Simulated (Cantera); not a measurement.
Gas mixture: C2H2 = 0.4 (molar parts), at 0.000720 atm, frozen composition.

Cantera's kinetic-theory transport with the Lennard-Jones parameters of GRI-Mech 3.0, ideal gas; thermal conductivity in the mixture-averaged form. The composition is frozen, though it would react at the higher temperatures.

D: mixture-averaged diffusion coefficient of that species in the mixture.

```csv
T (K),ρ (kg/m³),cp (J/kg/K),μ (µPa s),λ (mW/m/K),Pr,D (cm²/s) N2,D (cm²/s) NO,D (cm²/s) NH3
400,0.000572,1931,13.6,35.7,0.734,389,383,405
550,0.000416,2170,(withheld),(withheld),0.737,(withheld),(withheld),(withheld)
700,0.000327,2340,(withheld),(withheld),0.735,(withheld),(withheld),(withheld)
850,0.000269,2482,24.4,82.7,0.734,1430,1410,1650
1000,0.000229,2608,27.4,97.4,0.734,1890,1860,2200
1150,0.000199,2718,30.2,112,0.734,2390,2350,2810
1300,0.000176,2814,32.8,126,0.734,2930,2880,3480
1450,0.000158,2896,35.3,139,0.734,3510,3460,4200
```

Some entries are withheld; supply them.


- 550, μ (µPa s): 17.6
- 550, λ (mW/m/K): 51.9
- 550, D (cm²/s) N2: 681
- 550, D (cm²/s) NO: 670
- 550, D (cm²/s) NH3: 743
- 700, μ (µPa s): 21.2
- 700, λ (mW/m/K): 67.5
- 700, D (cm²/s) N2: 1030
- 700, D (cm²/s) NO: 1010
- 700, D (cm²/s) NH3: 1160
